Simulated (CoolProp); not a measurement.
Vapour pressure (bar) of decamethyltetrasiloxane (MD2M): the reference equation beside estimates from Tc = 599.4 K, pc = 11.44 bar, ω = 0.635. Clausius-Clapeyron is anchored at 483.6 K with a constant enthalpy of vaporisation of 38.35 kJ/mol.

Computed with CoolProp (reference Helmholtz-energy equation of state, Thol 2017).

```json
[
 {"T (K)": "428.4", "reference": "0.3492", "Lee-Kesler": "0.3486", "Clausius-Clapeyron": "0.4302", "van der Waals": "2.548", "Redlich-Kwong": "1.189", "Soave-Redlich-Kwong": "0.3495", "Peng-Robinson": "0.3569"},
 {"T (K)": "442.2", "reference": "0.5226", "Lee-Kesler": "0.5209", "Clausius-Clapeyron": "0.6020", "van der Waals": "2.982", "Redlich-Kwong": "1.535", "Soave-Redlich-Kwong": "0.5234", "Peng-Robinson": "0.5304"},
 {"T (K)": "456", "reference": "0.7579", "Lee-Kesler": "0.7548", "Clausius-Clapeyron": "0.8254", "van der Waals": "3.461", "Redlich-Kwong": "1.945", "Soave-Redlich-Kwong": "0.7604", "Peng-Robinson": "0.7657"},
 {"T (K)": "469.8", "reference": "1.069", "Lee-Kesler": "1.064", "Clausius-Clapeyron": "1.111", "van der Waals": "3.987", "Redlich-Kwong": "2.428", "Soave-Redlich-Kwong": "1.075", "Peng-Robinson": "1.077"},
 {"T (K)": "483.6", "reference": "1.470", "Lee-Kesler": "1.465", "Clausius-Clapeyron": "1.470", "van der Waals": "4.560", "Redlich-Kwong": "2.987", "Soave-Redlich-Kwong": "1.484", "Peng-Robinson": "1.481"},
 {"T (K)": "497.5", "reference": "1.983", "Lee-Kesler": "1.977", "Clausius-Clapeyron": "1.919", "van der Waals": "5.188", "Redlich-Kwong": "3.635", "Soave-Redlich-Kwong": "2.010", "Peng-Robinson": "2.000"},
 {"T (K)": "511.3", "reference": "2.617", "Lee-Kesler": "2.613", "Clausius-Clapeyron": "2.465", "van der Waals": "5.863", "Redlich-Kwong": "4.366", "Soave-Redlich-Kwong": "2.664", "Peng-Robinson": "2.644"},
 {"T (K)": "525.1", "reference": "3.397", "Lee-Kesler": "3.397", "Clausius-Clapeyron": "3.124", "van der Waals": "6.589", "Redlich-Kwong": "5.191", "Soave-Redlich-Kwong": "3.470", "Peng-Robinson": "3.441"},
 {"T (K)": "538.9", "reference": "4.343", "Lee-Kesler": "4.354", "Clausius-Clapeyron": "3.912", "van der Waals": "7.369", "Redlich-Kwong": "6.114", "Soave-Redlich-Kwong": "4.452", "Peng-Robinson": "4.412"},
 {"T (K)": "552.7", "reference": "5.483", "Lee-Kesler": "5.511", "Clausius-Clapeyron": "4.845", "van der Waals": "8.203", "Redlich-Kwong": "7.140", "Soave-Redlich-Kwong": "5.631", "Peng-Robinson": "5.584"}
]
```

Absolute difference from the reference over all 10 rows, mean and median: Lee-Kesler 0.3 and 0.3 %, Clausius-Clapeyron 9.0 and 8.5 %, van der Waals 243.9 and 185.9 %, Redlich-Kwong 109.5 and 93.3 %, Soave-Redlich-Kwong 1.3 and 1.2 %, Peng-Robinson 1.3 and 1.2 %.
